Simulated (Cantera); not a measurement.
Input: 1 mol TEOS, 0.14 mol NO, held at 340 Pa.

Cantera equilibrium calculation (NASA polynomials, part measured and part estimated; ideal gas, pure solids and liquids). Candidate condensed phases: C, C6H6, C7H8, C8H18, H2O, Si, SiC, SiO2, Si2N2O, Si3N4; 151 gas species. The feed counts by its element totals alone. The numbers say what is thermodynamically allowed, not how fast it happens. All values below are at 1473 K.

Base state: H2 0.704, CO 0.291, N2 0.00490, SiO 0.000508, H 0.000182, HCN 5.11e-5 (mole fractions); condensed: C(graphite) + SiC(s).

Question: What changes in the equilibrium state with this change: TEOS replaced by HMDSO?

Answer: 
```json
[
 {"species": "H2", "before": "0.704", "after": "0.881"},
 {"species": "CO", "before": "0.291", "after": "0.111"},
 {"species": "N2", "before": "0.00490", "after": "0.00682"},
 {"species": "SiO", "before": "0.000508", "after": "0.000195"},
 {"species": "HCN", "before": "5.11e-5", "after": "6.75e-5"},
 {"species": "H", "before": "0.000182", "after": "0.000204"},
 {"species": "C(graphite), mol", "before": "2.87", "after": "2.86"},
 {"species": "SiC(s), mol", "before": "0.993", "after": "2.00"}
]
```

Question: What changes in the equilibrium state with this change: NO from 0.14 to 0.95 mol?

Answer: 
```json
[
 {"species": "H2", "before": "0.704", "after": "0.648"},
 {"species": "CO", "before": "0.291", "after": "0.320"},
 {"species": "N2", "before": "0.00490", "after": "0.0307"},
 {"species": "SiO", "before": "0.000508", "after": "0.000560"},
 {"species": "HCN", "before": "5.11e-5", "after": "0.000123"},
 {"species": "H", "before": "0.000182", "after": "0.000175"},
 {"species": "C(graphite), mol", "before": "2.87", "after": "2.07"},
 {"species": "SiC(s), mol", "before": "0.993", "after": "0.991"}
]
```
